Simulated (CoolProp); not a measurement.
Vapour-liquid equilibrium of ethane (1) + hydrogen sulfide (2) at 235.3 K; x and y are mole fractions of (1).

Values from CoolProp's multi-fluid Helmholtz-energy mixture model, Bücker 2006 and Lemmon 2006; pair parameters Kunz 2012.

Task: Give the bubble pressure and the first vapour's composition at x = 0.05, 0.2, 0.35. Is there an azeotrope?

Result: x = 0.05: 428.7 kPa, y = 0.360; x = 0.2: 653.8 kPa, y = 0.608; x = 0.35: 735.3 kPa, y = 0.672. y crosses x between x = 0.8 and 0.95: the model has an azeotrope there.

The pair parameters rest on a limited set of measurements; away from them the model extrapolates. With so large a gap from Raoult's law the liquid may split in two, which this calculation doesn't test in full.
